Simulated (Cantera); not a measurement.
**Thermodynamics of metals in furnace atmospheres, feed Cu + CO2 + H2**

Input: 1 mol Cu, 0.067 mol CO2, 290 mol H2, at 1225 °C and 2.80 mbar.

Method: chemical equilibrium by Gibbs-energy minimisation in Cantera with the NASA 1993 tables (ideal gas, pure condensed phases). Candidate condensed phases: C, C6H6, C7H8, C8H18, Cu, CuO, Cu(OH)2, Cu2O, H2O; 113 gas species. The numbers say what is thermodynamically allowed, not how fast it happens.

- x(H2) = 0.996
- x(Cu) = 0.00285
- x(H) = 0.000325
- x(CO) = 0.000230
- x(H2O) = 0.000230
- x(Cu2) = 1.10e-6
- n(Cu(l)) = 0.171 mol
- gas amount = 290.9 mol
- log10 activity of C(graphite) (absent) = -5.31
- log10 activity of Cu(OH)2(s) (absent) = -18.46
